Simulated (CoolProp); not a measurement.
Vapour pressure (MPa) of propylene: the reference equation beside estimates from Tc = 91.1 °C, pc = 4.555 MPa, ω = 0.146.

Computed with CoolProp (reference Helmholtz-energy equation of state, Lemmon 2013).

| T (°C) | reference | van der Waals | Peng-Robinson |
|---|---|---|---|
| -8.35 | 0.4514 | 1.105 | 0.4503 |
| -4.35 | 0.5118 | 1.190 | 0.5105 |
| -0.35 | 0.5780 | 1.278 | 0.5766 |
| 3.65 | 0.6503 | 1.371 | 0.6489 |
| 7.65 | 0.7291 | 1.469 | 0.7277 |
| 11.65 | 0.8148 | 1.570 | 0.8134 |
| 15.65 | 0.9076 | 1.676 | 0.9064 |
| 19.65 | 1.008 | 1.786 | 1.007 |
| 23.65 | 1.116 | 1.901 | 1.116 |
| 27.65 | 1.233 | 2.020 | 1.233 |
| 31.65 | 1.358 | 2.144 | 1.359 |
| 35.65 | 1.492 | 2.272 | 1.494 |
| 39.65 | 1.635 | 2.406 | 1.639 |
| 43.65 | 1.789 | 2.543 | 1.794 |
| 47.65 | 1.953 | 2.686 | 1.959 |

Absolute difference from the reference over all 15 rows, mean and median: van der Waals 82.4 and 77.2 %, Peng-Robinson 0.2 and 0.2 %.
